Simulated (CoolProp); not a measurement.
Properties of ammonia along the isobar 0.101 MPa.

The numbers come from the reference Helmholtz-energy equation of state, Gao 2020 in CoolProp.

| T (K) | phase | Z | cv (kJ/(kg K)) | isothermal compressibility (1/MPa) | Prandtl number |
|---|---|---|---|---|---|
| 401.3 | gas | 0.9966 | 1.792 | 9.935 | 0.858 |
| 426.2 | gas | 0.9972 | 1.837 | 9.928 | 0.850 |
| 451.2 | gas | 0.9978 | 1.884 | 9.923 | 0.841 |
| 476.1 | gas | 0.9982 | 1.930 | 9.919 | 0.834 |
| 501 | gas | 0.9985 | 1.976 | 9.916 | 0.829 |
| 525.9 | gas | 0.9987 | 2.022 | 9.913 | 0.826 |
| 550.9 | gas | 0.9989 | 2.068 | 9.911 | ? |
| 575.8 | gas | 0.9991 | ? | 9.910 | 0.830 |
| 600.7 | gas | 0.9993 | 2.159 | 9.908 | ? |
| 625.6 | gas | 0.9994 | ? | 9.907 | 0.849 |
| 650.6 | gas | 0.9995 | ? | 9.906 | ? |
| 675.5 | gas | 0.9996 | 2.294 | 9.905 | ? |
| 700.4 | gas | 0.9996 | 2.338 | 9.905 | 0.917 |

Problem. Some entries are withheld; supply them.

Solution. 
- 550.9, Prandtl number: 0.827
- 575.8, cv (kJ/(kg K)): 2.114
- 600.7, Prandtl number: 0.837
- 625.6, cv (kJ/(kg K)): 2.204
- 650.6, cv (kJ/(kg K)): 2.249
- 650.6, Prandtl number: 0.865
- 675.5, Prandtl number: 0.888

Viscosity comes from a separate model (Fenghour 1995). Thermal conductivity comes from a separate model (Tufeu 1984).
